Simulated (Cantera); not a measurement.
## Reactions in the system F-Pb-S

Source: NASA polynomial tables (part measured, part estimated), evaluated in Cantera. Values are per mole of reaction as written; species without (g) are pure solids or liquids, kept so even where they would boil at 1 bar.

3 PbS + SF₆(g) = 3 PbF₂ + 2 S₂(g)

```json
[
 {"T (K)": "300", "ΔH° (kJ)": "-258.6", "ΔS° (J/K)": "230.2", "ΔG° (kJ)": "-327.6", "log10 K": "57.04"},
 {"T (K)": "475", "ΔH° (kJ)": "-253.4", "ΔS° (J/K)": "243.9", "ΔG° (kJ)": "-369.2", "log10 K": "40.60"},
 {"T (K)": "550", "ΔH° (kJ)": "-251.4", "ΔS° (J/K)": "247.7", "ΔG° (kJ)": "-387.7", "log10 K": "36.82"},
 {"T (K)": "625", "ΔH° (kJ)": "-242.0", "ΔS° (J/K)": "263.6", "ΔG° (kJ)": "-406.8", "log10 K": "34.00"},
 {"T (K)": "700", "ΔH° (kJ)": "-229.1", "ΔS° (J/K)": "283.0", "ΔG° (kJ)": "-427.3", "log10 K": "31.88"},
 {"T (K)": "775", "ΔH° (kJ)": "-217.4", "ΔS° (J/K)": "299.0", "ΔG° (kJ)": "-449.1", "log10 K": "30.27"}
]
```
